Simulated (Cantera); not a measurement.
An isothermal, constant-pressure homogeneous reactor starts with C2H4 : H2 = 1 : 10 (molar parts), at 1175 K and 113 Torr. Integrator tolerance rtol = 1e-08.

Model: GRI-Mech 3.0 (53 species, 325 reactions), integrated in Cantera. GRI-Mech 3.0 was tuned for natural gas; its chemistry of ethylene as a main component is partial and can be far from experiment. GRI-Mech 3.0 stops at C3 and has no aromatics, soot or wall deposition, so with more carbon than oxygen in the feed, carbon stays in small species such as C2H2 where larger ones or solid carbon would form.

What does this change do: temperature 1175 to 1975 K?


```csv
quantity,before,after
x(C2H4) at 90.0 s,0.0185 (gas-phase equilibrium 0.00127),8.75e-5 (gas-phase equilibrium 8.75e-5)
x(H2) at 90.0 s,0.835 (gas-phase equilibrium 0.802),0.913 (gas-phase equilibrium 0.913)
x(C2H6) at 90.0 s,0.000458 (gas-phase equilibrium 3.14e-5),6.73e-9 (gas-phase equilibrium 6.74e-9)
x(CH4) at 90.0 s,0.138 (gas-phase equilibrium 0.196),0.000667 (gas-phase equilibrium 0.000667)
x(C2H) at 90.0 s,1.83e-12 (gas-phase equilibrium <1e-12),5.29e-6 (gas-phase equilibrium 5.29e-6)
x(CH2) at 90.0 s,2.87e-12 (gas-phase equilibrium <1e-12),2.33e-7 (gas-phase equilibrium 2.33e-7)
```

What does this change do: H2 10 to 74 parts?


| quantity | before | after |
|---|---|---|
| x(C2H4) at 90.0 s | 0.0185 (gas-phase equilibrium 0.00127) | 0.00132 (gas-phase equilibrium 1.64e-5) |
| x(H2) at 90.0 s | 0.835 (gas-phase equilibrium 0.802) | 0.975 (gas-phase equilibrium 0.973) |
| x(C2H6) at 90.0 s | 0.000458 (gas-phase equilibrium 3.14e-5) | 3.71e-5 (gas-phase equilibrium 4.93e-7) |
| x(CH4) at 90.0 s | 0.138 (gas-phase equilibrium 0.196) | 0.0232 (gas-phase equilibrium 0.0270) |
| x(C2H) at 90.0 s | 1.83e-12 (gas-phase equilibrium <1e-12) | <1e-12 (gas-phase equilibrium <1e-12) |
| x(CH2) at 90.0 s | 2.87e-12 (gas-phase equilibrium <1e-12) | <1e-12 (gas-phase equilibrium <1e-12) |
